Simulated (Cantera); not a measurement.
An isothermal, constant-pressure homogeneous reactor starts with H2 : O2 : N2 = 1.5 : 1 : 0.71 (molar parts), equivalence ratio 0.75, at 1150 K and 1.00 bar.

Detailed kinetics in Cantera: the H2/O2 subset of GRI-Mech 3.0, which has no nitrogen chemistry. The temperature is held fixed by assumption; the heat of reaction is taken as removed at once.

x: mole fraction; the columns are a selection and need not sum to one.

```csv
t (s),x H2,x O2,x H,x OH,x H2O,x O
0.000700,0.0195,0.110,1.09e-5,1.91e-5,0.584,___
0.00136,0.0155,0.108,7.99e-6,1.72e-5,0.589,___
0.00265,0.0105,0.106,4.71e-6,1.44e-5,0.596,___
0.00515,0.00580,0.104,2.08e-6,1.10e-5,0.602,___
0.0100,0.00257,0.103,6.49e-7,7.33e-6,0.606,___
0.0195,0.000967,0.102,1.54e-7,4.36e-6,0.608,___
0.0379,0.000323,0.102,3.26e-8,2.57e-6,0.609,___
0.0738,8.77e-5,0.102,6.46e-9,1.70e-6,0.610,___
0.144,1.42e-5,0.102,9.30e-10,1.38e-6,0.610,___
0.279,4.70e-7,0.102,4.22e-11,1.65e-6,0.610,8.63e-10
0.543,9.36e-9,0.102,6.53e-12,2.62e-6,0.610,___
1.06,8.31e-9,0.102,6.80e-12,3.02e-6,0.610,2.62e-9
2.06,8.27e-9,0.102,6.83e-12,3.04e-6,0.610,2.67e-9
4.00,8.27e-9,0.102,6.83e-12,3.04e-6,0.610,2.67e-9
```

Complete the blanks.


- 0.000700, x O: 8.73e-6
- 0.00136, x O: 7.07e-6
- 0.00265, x O: 4.89e-6
- 0.00515, x O: 2.65e-6
- 0.0100, x O: 1.01e-6
- 0.0195, x O: 2.77e-7
- 0.0379, x O: 6.38e-8
- 0.0738, x O: 1.35e-8
- 0.144, x O: 2.39e-9
- 0.543, x O: 1.98e-9
